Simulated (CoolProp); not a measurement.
Vapour-liquid equilibrium of ethylene (1) + propane (2) at 258 K; x and y are mole fractions of (1).

The numbers come from the multi-fluid Helmholtz-energy mixture model, Smukala 2000 and Lemmon 2009; pair parameters Bell 2016 in CoolProp.

```tsv
x	bubble pressure, mixture model (MPa)	bubble pressure, Raoult's law (MPa)	y, mixture model	y, Raoult's law
0.05	0.4064	0.4185	0.299	0.341
0.2	0.7622	0.8038	0.654	0.711
0.35	___	1.189	___	0.841
0.5	1.480	1.574	0.860	0.908
0.65	___	1.960	0.909	0.948
0.8	2.236	2.345	0.948	0.975
0.95	2.685	2.730	0.986	0.995
```

Fill in the missing entries.


- 0.35, bubble pressure, mixture model (MPa): 1.121
- 0.35, y, mixture model: 0.788
- 0.65, bubble pressure, mixture model (MPa): 1.845

The largest gap from Raoult's law is -6.0 % in bubble pressure, at x = 0.5. No azeotrope shows between x = 0.05 and 0.95.

Pair parameters are fitted to limited data, so mixtures are less certain than the pure fluids.
